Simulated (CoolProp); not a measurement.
Aqueous magnesium chloride as a coolant, 12 % by mass, freezing at -11.3 °C, 1 atm.

Model: Melinder's fits for secondary coolants, in CoolProp.

```csv
T (°C),cp (kJ/(kg K)),conductivity (W/(m K)),Prandtl number,viscosity (mPa s)
-5.2,3.448,0.525,24.9,3.79
0.1,3.460,0.535,20.2,3.13
5.4,?,0.545,16.7,?
10.7,?,0.554,13.9,2.22
16.1,3.492,0.564,11.7,1.89
21.4,3.502,?,9.89,1.62
26.7,?,0.583,8.39,1.39
32,3.522,0.591,?,1.19
```

### Question
Fill in the missing entries.

### Answer

- 5.4, cp (kJ/(kg K)): 3.471
- 5.4, viscosity (mPa s): 2.62
- 10.7, cp (kJ/(kg K)): 3.482
- 21.4, conductivity (W/(m K)): 0.573
- 26.7, cp (kJ/(kg K)): 3.512
- 32, Prandtl number: 7.11
